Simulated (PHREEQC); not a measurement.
Make-up at 20 °C: 2 mmol/kgw HCl, 1.5 mmol/kgw CuSO4 and 9.2 mmol/kgw MgSO4. Closed to the air; pH follows from the charge balance.

All values are PHREEQC results (ion-association model, phreeqc.dat), not measurements.

Precipitation was switched off in this run.

Problem. Order these Cu species by the share of Cu that they hold, largest first: CuSO4, Cu+2, CuCl+.

Solution. Cu+2 (72 %), CuSO4 (28 %), CuCl+ (0.16 %)

The pH is 2.88 and the ionic strength 0.0313 mol/kgw.
